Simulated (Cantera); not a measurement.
## Equilibrium for iron carbonyl, mercury and lead vapours: Pb + O2 + N2

A closed system holds: 1 mol Pb, 0.48 mol O2, 0.26 mol N2, held at 0.100 bar.

These are equilibrium values from Cantera (NASA tables, ideal gas, pure condensed phases), not measurements of a reactor. Candidate condensed phases: Pb, PbO, PbO2, Pb3O4; 12 gas species. Each liquid is taken as pure. Mutual solubility and eutectic melting of coexisting phases are not modelled. Gases not in the tables: (PbO)n polymers. The numbers say what is thermodynamically allowed, not how fast it happens.

```
T (K)  log p N2  log p Pb  log p PbO  log p Pb2  n Pb(l)  n PbO(red)  n PbO(yellow)  n PbO(l)
-----  --------  --------  ---------  ---------  -------  ----------  -------------  --------
725       -1.00     -8.47     -12.05       <-13   0.0400       0.960              0         0
800       -1.00     -7.21     -10.15       <-13   0.0400           0          0.960         0
875       -1.00     -6.17      -8.59     -12.61   0.0400           0          0.960         0
950       -1.00     -5.30      -7.28     -11.14   0.0400           0          0.960         0
1025      -1.00     -4.56      -6.16      -9.90   0.0399           0          0.960         0
1100      -1.00     -3.92      -5.21      -8.83   0.0397           0          0.960         0
1175      -1.00     -3.36      -4.39      -7.90   0.0389           0              0     0.960
1250      -1.01     -2.87      -3.74      -7.09   0.0365           0              0     0.960
1325      -1.02     -2.44      -3.16      -6.37   0.0302           0              0     0.958
```
log p: log10 of the partial pressure in bar; n: condensed amount in mol.

At 725 K the condensed part is Pb(l) + PbO(red). From 800 K to 1100 K the condensed part is Pb(l) + PbO(yellow). From 1175 K to 1325 K the condensed part is Pb(l) + PbO(l).
